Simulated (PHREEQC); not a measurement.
## Brine: speciation

A solution holds 3.8 mol KCl, 1 mol SrCl2 and 0.00078 mol H4SiO4 per kg of water, at 18 °C. Closed to the air; pH follows from the charge balance.

Model: Pitzer model, pitzer.dat, run in PHREEQC.

This is a speciation only: nothing precipitates in the calculation.

### Question
What pH does the model give?

### Answer
pH 5.92.

Saturation is exceeded, for instance for Sylvite; the values hold only as long as no solid forms. Complexes and solids missing from the database can't appear. In brines, pH and single-ion activities rest on the MacInnes convention.
